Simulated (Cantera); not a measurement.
A closed system holds: 1 mol SiCl4, 1.1 mol CH4, 9.7 mol H2, at 1.33 mbar.

Cantera equilibrium calculation (NASA polynomials, part measured and part estimated; ideal gas, pure solids and liquids). Candidate condensed phases: C, C6H6, C7H8, C8H18, Si, SiC; 109 gas species. The tables' values for SiCl3 are old estimates; treat these amounts as uncertain. The numbers say what is thermodynamically allowed, not how fast it happens. All values below are at 902 °C.

Base state: H2 0.715, HCl 0.284, SiCl4 0.000742, SiCl2 0.000370, SiCl3 0.000168, SiHCl3 4.41e-5, CH4 1.31e-5 (mole fractions); condensed: C(graphite) + SiC(s).

### Question
What changes in the equilibrium state with this change: SiCl4 replaced by SiH4?

### Answer
```
species             before    after
----------------  --------  -------
H2                   0.715    1.000
CH4                1.31e-5  2.55e-5
HCl                  0.284        0
SiCl4             0.000742        0
SiCl2             0.000370        0
SiCl3             0.000168        0
SiHCl3             4.41e-5        0
C(graphite), mol     0.118   0.0996
SiC(s), mol          0.982     1.00
```
